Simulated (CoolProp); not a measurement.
Model: reference Helmholtz-energy equation of state, Lemmon 2006, in CoolProp. It is a short technical equation, of lower accuracy than the large ones.

Question: For neopentane, give the phase and the density (kg/m³), cv (kJ/(kg K)), isothermal compressibility (1/MPa), expansivity (1/kK) at 276.85 °C and 2.95 MPa.

Answer: 
- 276.85 °C and 2.95 MPa: gas; density 54.6, cv 2.70, isothermal compressibility 0.398, expansivity 3.11
